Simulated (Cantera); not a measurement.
A closed system holds: 1 mol Al₂O₃, 9.1 mol O₂, at 2200 K and 3.60 bar.

Cantera equilibrium calculation (NASA polynomials, part measured and part estimated; ideal gas, pure solids and liquids). Candidate condensed phases: Al, Al₂O₃; 9 gas species. The numbers say what is thermodynamically allowed, not how fast it happens.

Base state: O₂ 0.999, O 0.00142 (mole fractions); condensed: Al₂O₃(s).

Problem. What changes in the equilibrium state with this change: pressure from 3.60 bar to 1.33 mbar?

Solution. 
```tsv
species	before	after
O₂	0.999	0.929
O	0.00142	0.0714
Al₂O₃(s), mol	1.00	1.000
```
